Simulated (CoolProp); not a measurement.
Vapour-liquid equilibrium of n-hexane (1) + o-xylene (2) at 325 kPa; x and y are mole fractions of (1).

Computed with CoolProp (multi-fluid Helmholtz-energy mixture model, Thol 2019 and Zhou 2012; pair parameters Bell 2016).

| x | bubble temperature, mixture model (K) | bubble temperature, Raoult's law (K) | y, mixture model | y, Raoult's law |
|---|---|---|---|---|
| 0.05 | 458.1 | 458.4 | 0.206 | 0.219 |
| 0.125 | 445.7 | 446.5 | (withheld) | 0.446 |
| 0.2 | (withheld) | 436.6 | 0.579 | 0.597 |
| 0.275 | 426.9 | 428.2 | 0.683 | 0.703 |
| 0.35 | 419.7 | 421.0 | 0.758 | 0.778 |
| 0.425 | (withheld) | 414.8 | 0.813 | 0.833 |
| 0.5 | 408.4 | 409.3 | 0.855 | 0.875 |
| 0.575 | 403.8 | 404.4 | 0.889 | 0.908 |
| 0.65 | 399.6 | 400.0 | 0.916 | 0.933 |
| 0.725 | 395.9 | 396.1 | 0.938 | 0.953 |
| 0.8 | 392.5 | 392.5 | 0.958 | 0.969 |
| 0.875 | 389.3 | 389.2 | 0.975 | 0.983 |
| 0.95 | 386.3 | 386.2 | 0.990 | 0.994 |

### Question
What belongs in the gaps?

### Answer

- 0.125, y, mixture model: 0.429
- 0.2, bubble temperature, mixture model (K): 435.4
- 0.425, bubble temperature, mixture model (K): 413.6

The largest gap from Raoult's law is -1.3 K in bubble temperature, at x = 0.275. No azeotrope shows between x = 0.05 and 0.95.

Pair parameters are fitted to limited data, so mixtures are less certain than the pure fluids.
